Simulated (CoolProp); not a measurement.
Saturation properties of R13.

Model: reference Helmholtz-energy equation of state, Platzer 1990, in CoolProp. This equation is an older, rougher fit; its heat capacities, sound speeds and derivatives of the liquid may be far off and weren't checked against measurements.

```csv
T (K),p (MPa),vapour density (kg/m³),surface tension (mN/m),liquid conductivity (mW/(m K))
167.4,0.02219,1.689,18.1,103
178.1,0.04586,3.313,16.3,97.4
188.8,0.08636,5.967,14.5,91.8
199.5,0.1507,10.04,12.8,86.3
210.2,0.2469,15.98,11.1,80.8
220.9,0.3838,24.35,9.51,75.4
231.6,0.5710,35.83,7.95,70.1
242.3,0.8185,51.35,6.45,64.9
253,1.137,72.19,5.02,59.9
263.6,1.534,100.1,3.68,55.1
```

It boils at 191.7 K under 1 atm.

Thermal conductivity comes from a separate model (Huber 2003), an estimate that may be off by 10 % or more. Surface tension comes from a separate correlation (Mulero 2012).
